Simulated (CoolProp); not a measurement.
R365MFC at 293.15 K and 0.00702 MPa is throttled through a valve to 0.00443 MPa with no heat exchange. Each further row changes one setting.

The numbers come from the reference Helmholtz-energy equation of state, Lemmon 2016 in CoolProp.

```tsv
case	temperature change (K)	final density (kg/m³)
as stated	…	…
outlet pressure 0.00133 MPa	…	…
outlet pressure 0.00576 MPa	…	0.351
```

Question: What belongs in the gaps?

Answer: 
- as stated, temperature change (K): -0.1
- as stated, final density (kg/m³): 0.270
- outlet pressure 0.00133 MPa, temperature change (K): -0.2
- outlet pressure 0.00133 MPa, final density (kg/m³): 0.0809
- outlet pressure 0.00576 MPa, temperature change (K): -0.0
